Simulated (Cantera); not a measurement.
A closed system holds: 1 mol SiHCl₃, 8.4 mol N₂, 0.21 mol NH₃, equilibrated at 0.270 bar.

These are equilibrium values from Cantera (NASA tables, ideal gas, pure condensed phases), not measurements of a reactor. Candidate condensed phases: NH₄Cl, Si, Si₃N₄; 28 gas species. The numbers say what is thermodynamically allowed, not how fast it happens.

Question: What share of the Si ends up in condensed phases as a function of T (K), at 750, 950, 1150, 1350, 1550, 1750, 1950?

Answer: 
```
T (K)  Si condensed (%)        as
-----  ----------------  --------
750                48.1  Si₃N₄(s)
950                51.9  Si₃N₄(s)
1150               54.0  Si₃N₄(s)
1350               54.2  Si₃N₄(s)
1550               44.0  Si₃N₄(s)
1750               10.8  Si₃N₄(s)
1950                0.0         -
```
